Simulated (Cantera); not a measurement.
What does this Cantera script print?

```python
import numpy as np
import cantera as ct

gas_names = [...]  # 123 gases of nasa_gas.yaml made of C, H, O, Si
cond_names = """
    C(gr) C6H6(L) C7H8(L) C8H18(L),n-octa H2O(s) H2O(L) Si(cr) Si(L) SiC(b) SiO2(Lqz) SiO2(hqz) SiO2(L)
""".split()


# ... load() reads the species with a 1 bar reference pressure and builds the phases ...
atoms = {
    'Si2H6': {'Si': 2, 'H': 6},
    'CO2': {'C': 1, 'O': 2},
}
top_T = {'C(gr)': 4500, 'SiC(b)': 3050}  # K; cautious upper limits of use, not melting points


# ... equilibrate(T, P, feed) seeds the gas with the atoms and calls Mixture.equilibrate('TP', solver="vcs", rtol=1e-11, max_steps=5000) ...
results = []
feed = {'Si2H6': 1, 'CO2': 1.3}  # mol
P = 3600  # Pa
for T in [825, 925, 1025, 1125, 1225, 1325, 1425, 1525, 1625, 1725, 1825, 1925, 2025]:
    mix = equilibrate(T, P, feed)
    results.append((T, P, feed, dict(zip(mix.species_names, mix.species_moles))))

top = {s: max(r[3][s] / sum(r[3][g] for g in gas_names) for r in results) for s in gas_names}
cols = sorted((s for s in top if top[s] > 1e-06), key=lambda s: -top[s])[:6]
seen = [c for c in cond_names if any(r[3].get(c, 0) > 1e-12 for r in results)]
print("log10 of partial pressures in bar; condensed amounts in mol")
print(f"{'T/K':>10s}" + "".join(f"{s[:9]:>10s}" for s in cols + seen))
for T, P, feed, n in results:
    ng = sum(n[g] for g in gas_names)
    print(f"{T:10.4g}" + "".join(f"{np.log10(max(n[s] / ng * P / 1e5, 1e-99)):10.3f}" for s in cols)
          + "".join(f"{n.get(c, 0):10.4g}" for c in seen))
```

Result:

```
log10 of partial pressures in bar; condensed amounts in mol
       T/K        H2       SiO        CO       CH4         H        Si     C(gr)    SiC(b) SiO2(Lqz) SiO2(hqz)   SiO2(L)
       825    -1.457   -15.253   -10.284    -2.958   -11.829   -24.937    0.5109       0.7       1.3         0         0
       925    -1.447   -12.615    -8.193    -3.539   -10.308   -21.367    0.5761       0.7         0       1.3         0
      1025    -1.445   -10.499    -6.516    -4.023    -9.083   -18.497    0.5921       0.7         0       1.3         0
      1125    -1.444    -8.765    -5.142    -4.428    -8.074   -16.140     0.596    0.7003         0       1.3         0
      1225    -1.445    -7.319    -3.996    -4.772    -7.229   -14.170    0.5859    0.7042         0     1.296         0
      1325    -1.455    -6.095    -3.026    -5.084    -6.514   -12.499    0.4784    0.7403         0      1.26         0
      1425    -1.498    -4.987    -2.373    -5.539    -5.915   -10.946         0    0.8996         0     1.099         0
      1525    -1.500    -3.841    -2.371    -6.239    -5.376    -9.223         0    0.8954         0     1.091         0
      1625    -1.522    -2.846    -2.348    -6.876    -4.912    -7.730         0    0.8527         0     1.005         0
      1725    -1.695    -2.008    -2.224    -7.675    -4.579    -6.482         0    0.4138         0         0    0.1275
      1825    -1.716    -1.975    -2.214    -7.813    -4.214    -5.679         0    0.3498         0         0         0
      1925    -1.717    -1.976    -2.215    -7.891    -3.878    -4.971         0     0.349         0         0         0
      2025    -1.720    -1.978    -2.214    -7.962    -3.576    -4.335         0    0.3455         0         0         0
```

Cantera equilibrium calculation (NASA polynomials, part measured and part estimated; ideal gas, pure solids and liquids). The feed counts by its element totals alone. Mutual solubility and eutectic melting of coexisting phases are not modelled. The tables hold silica as quartz up to 1696 K and as liquid above; real silica turns to tridymite and cristobalite and melts near 1996 K. Gases not in the tables: Si2H6 and higher silanes.
